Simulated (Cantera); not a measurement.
A perfectly stirred reactor is fed with H₂ : O₂ : N₂ = 0.92 : 1 : 17 (molar parts), equivalence ratio 0.46, at 13300 Pa; it is held at 873 K, and followed from long to short residence time.

Model: GRI-Mech 3.0 (53 species, 325 reactions), integrated in Cantera. Radical loss at walls, strong at low pressure, is not modelled. Below about 950 K walls govern HO2 and H2O2 in real vessels. The temperature is held fixed by assumption; the heat of reaction is taken as removed at once.

Question: What does this change do: temperature 873 to 1400 K?

Answer: 
| quantity | before | after |
|---|---|---|
| x(H₂) at τ = 3.30 s | 0.000990 | 0.000103 |
| x(O₂) at τ = 3.30 s | 0.0297 | 0.0292 |
| x(H₂O) at τ = 3.30 s | 0.0488 | 0.0495 |
| x(N₂O) at τ = 3.30 s | 2.71e-8 | 1.02e-7 |
| x(H) at τ = 3.30 s | 8.42e-6 | 3.31e-5 |
| x(H₂) at τ = 28.0 ms | 0.00921 | 0.00197 |
| x(O₂) at τ = 28.0 ms | 0.0338 | 0.0293 |
| x(H₂O) at τ = 28.0 ms | 0.0400 | 0.0453 |
| x(N₂O) at τ = 28.0 ms | 3.85e-9 | 2.88e-8 |
| x(H) at τ = 28.0 ms | 0.000731 | 0.00302 |
